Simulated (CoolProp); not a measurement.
Vapour-liquid equilibrium of ethane (1) + propane (2) at 0.14 MPa; x and y are mole fractions of (1).

Values from CoolProp's multi-fluid Helmholtz-energy mixture model, Bücker 2006 and Lemmon 2009; pair parameters Kunz 2012.

| x | bubble temperature (°C) | y at the bubble point | dew temperature at overall composition x (°C) | liquid density (mol/L) |
|---|---|---|---|---|
| 0.05 | -40.2 | 0.244 | -35.6 | [?] |
| 0.15 | -49.3 | 0.544 | -37.9 | 13.78 |
| 0.25 | -56.3 | 0.710 | -40.4 | 14.27 |
| 0.35 | -61.9 | 0.811 | -43.1 | 14.74 |
| 0.45 | -66.4 | 0.875 | -46.1 | [?] |
| 0.55 | [?] | 0.918 | -49.5 | 15.67 |
| 0.65 | -73.7 | 0.949 | -53.5 | [?] |
| 0.75 | -76.6 | 0.970 | -58.3 | 16.61 |
| 0.85 | -79.1 | 0.985 | [?] | 17.09 |
| 0.95 | [?] | 0.996 | [?] | [?] |

Q: Fill in the missing entries.

A: 
- 0.05, liquid density (mol/L): 13.26
- 0.45, liquid density (mol/L): 15.21
- 0.55, bubble temperature (°C): -70.3
- 0.65, liquid density (mol/L): 16.14
- 0.85, dew temperature at overall composition x (°C): -64.5
- 0.95, bubble temperature (°C): -81.4
- 0.95, dew temperature at overall composition x (°C): -73.9
- 0.95, liquid density (mol/L): 17.58

No azeotrope shows between x = 0.05 and 0.95.

Pair parameters are fitted to limited data, so mixtures are less certain than the pure fluids.
